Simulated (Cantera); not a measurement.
A Cantera script and its output.

```python
import numpy as np
import cantera as ct

gas = ct.Solution("gri30.yaml")
gas.TPX = 625, 75000, {'CH4': 1, 'O2': 1.54, 'N2': 6.46}
flame = ct.FreeFlame(gas, width=0.049)
flame.set_refine_criteria(ratio=3, slope=0.08, curve=0.16)
flame.transport_model = "mixture-averaged"
flame.solve(loglevel=0, auto=True)
flame.transport_model = "multicomponent"
flame.soret_enabled = False
flame.solve(loglevel=0, refine_grid=True)
z, T = flame.grid, flame.T
thick = (T[-1] - T[0]) / np.gradient(T, z).max()
show = ['CH4', 'O2', 'NO', 'H2', 'O', 'CH2O']
print(f"laminar burning velocity  {flame.velocity[0] * 100:.3f} cm/s")
print(f"burnt temperature         {T[-1]:.1f} K")
print(f"thermal thickness         {thick * 1e3:.4f} mm")
print(f"grid points               {len(z)}")
z0 = z[flame.heat_release_rate.argmax()]
print(f"{'z/mm':>9s}{'T/K':>9s}{'u/(m/s)':>9s}" + "".join(f"{s:>11s}" for s in show))
rows = []
for k in (-3, -2, -1.5, -1, -0.5, -0.25, 0, 0.25, 0.5, 1, 2, 4, 8):
    zz = z0 + k * thick
    rows.append([k * thick, np.interp(zz, z, T), np.interp(zz, z, flame.velocity),
                 *(np.interp(zz, z, flame.X[gas.species_index(s)]) for s in show)])
    print(f"{rows[-1][0] * 1e3:9.3f}{rows[-1][1]:9.1f}{rows[-1][2]:9.3f}" + "".join(f"{x:11.3e}" for x in rows[-1][3:]))
```

It prints:

```
laminar burning velocity  98.339 cm/s
burnt temperature         2181.7 K
thermal thickness         0.5360 mm
grid points               137
     z/mm      T/K  u/(m/s)        CH4         O2         NO         H2          O       CH2O
   -1.608    625.3    0.986  1.108e-01  1.707e-01  9.636e-10  2.298e-03  3.237e-13  1.411e-07
   -1.072    629.1    0.996  1.101e-01  1.697e-01  1.724e-08  6.501e-03  1.445e-10  3.525e-06
   -0.804    643.7    1.024  1.086e-01  1.680e-01  9.134e-08  1.150e-02  3.859e-09  2.136e-05
   -0.536    733.4    1.180  1.017e-01  1.604e-01  7.419e-07  2.076e-02  2.025e-07  1.731e-04
   -0.268   1146.1    1.881  6.944e-02  1.236e-01  5.676e-06  3.507e-02  1.322e-05  8.734e-04
   -0.134   1518.2    2.523  3.732e-02  8.295e-02  1.234e-05  4.233e-02  9.295e-05  1.043e-03
    0.000   1851.3    3.108  9.854e-03  3.918e-02  2.406e-05  4.520e-02  3.796e-04  5.660e-04
    0.134   2007.2    3.377  1.134e-03  1.405e-02  4.181e-05  4.219e-02  7.411e-04  1.400e-04
    0.268   2048.7    3.440  8.521e-05  5.208e-03  5.833e-05  3.966e-02  8.849e-04  1.680e-05
    0.536   2069.5    3.463  5.625e-07  1.773e-03  7.463e-05  3.949e-02  8.215e-04  1.566e-07
    1.072   2089.2    3.487  2.903e-10  1.157e-03  8.321e-05  4.020e-02  6.510e-04  7.230e-10
    2.144   2113.5    3.522  6.773e-14  7.983e-04  8.713e-05  4.025e-02  4.482e-04  6.170e-10
    4.288   2140.2    3.561  3.197e-14  4.541e-04  9.045e-05  4.017e-02  2.516e-04  6.374e-10
```

Model: GRI-Mech 3.0 (53 species, 325 reactions), integrated in Cantera. Burning velocities carry a grid error of a few per cent, more on coarse grids.
